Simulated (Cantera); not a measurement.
A perfectly stirred reactor is fed with H2 : O2 : N2 = 1 : 0.658 : 2.47 (molar parts), equivalence ratio 0.76, at 2.80 bar; it is adiabatic with a 525 K inlet, and is followed from long to short residence time, starting on the burning branch (τ in s: 0.49, 0.12, 0.03, 0.0074, 0.0018, 0.00045, 0.00011, 2.8e-05, 6.8e-06).

Cantera simulation using GRI-Mech 3.0 (53 species, 325 reactions); the numbers are that mechanism's predictions, not measurements. The hydrogen kinetics of GRI-Mech 3.0 are dated; newer H2 mechanisms differ, most at raised pressure.

### Question
Predict: blow-out, bracketed by the residence times tried; x(H2) at τ = 0.490 s; x(O2) at τ = 0.490 s; x(O) at τ = 0.490 s; x(H2O) at τ = 0.490 s; x(HO2) at τ = 0.490 s; x(H2) at τ = 1.80 ms; x(O2) at τ = 1.80 ms; x(O) at τ = 1.80 ms; x(H2O) at τ = 1.80 ms; x(HO2) at τ = 1.80 ms.

### Answer
```json
{
  "blow_out_bracketed_by_the_residence_times_tried": "burning at 6.80 µs, the shortest tried",
  "x(H2) at τ = 0.490 s": "0.00149",
  "x(O2) at τ = 0.490 s": "0.0398",
  "x(O) at τ = 0.490 s": "0.000525",
  "x(H2O) at τ = 0.490 s": "0.270",
  "x(HO2) at τ = 0.490 s": "4.65e-6",
  "x(H2) at τ = 1.80 ms": "0.00337",
  "x(O2) at τ = 1.80 ms": "0.0424",
  "x(O) at τ = 1.80 ms": "0.00115",
  "x(H2O) at τ = 1.80 ms": "0.267",
  "x(HO2) at τ = 1.80 ms": "6.98e-6"
}
```
